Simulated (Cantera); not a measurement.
Charge: 1 mol SiCl4, 1.6 mol HCl, 7.1 mol H2, equilibrated at 1025 °C and 14.0 bar.

Equilibrium computed with Cantera from the NASA thermochemical tables; the gas is ideal and each condensed phase is pure. Candidate condensed phases: Si; 19 gas species. The tables' values for SiCl3 are old estimates; treat these amounts as uncertain. Rates play no part.

Base state: H2 0.714, HCl 0.183, SiCl4 0.0857, SiHCl3 0.0151, SiCl3 0.00157, SiH2Cl2 0.000377, SiCl2 0.000173 (mole fractions); condensed: gas only.

Problem. What changes in the equilibrium state with this change: temperature from 1025 °C to 677 °C?

Solution. 
| species | before | after |
|---|---|---|
| H2 | 0.714 | 0.730 |
| HCl | 0.183 | 0.167 |
| SiCl4 | 0.0857 | 0.101 |
| SiHCl3 | 0.0151 | 0.00203 |
| SiCl2 | 0.000173 | 1.04e-8 |
| SiCl3 | 0.00157 | 5.60e-6 |
| SiH2Cl2 | 0.000377 | 4.12e-6 |

Problem. What changes in the equilibrium state with this change: H2 from 7.1 to 0.36 mol?

Solution. 
| species | before | after |
|---|---|---|
| HCl | 0.183 | 0.544 |
| SiCl4 | 0.0857 | 0.334 |
| H2 | 0.714 | 0.118 |
| SiHCl3 | 0.0151 | 0.00326 |
| SiH2Cl2 | 0.000377 | 4.49e-6 |
| SiCl2 | 0.000173 | 1.25e-5 |
| SiCl3 | 0.00157 | 0.000835 |

Problem. What changes in the equilibrium state with this change: temperature from 1025 °C to 527 °C?

Solution. 
```csv
species,before,after
H2,0.714,0.732
HCl,0.183,0.165
SiCl4,0.0857,0.103
SiHCl3,0.0151,0.000411
SiCl2,0.000173,<1e-9
SiCl3,0.00157,8.89e-8
SiH2Cl2,0.000377,1.33e-7
```
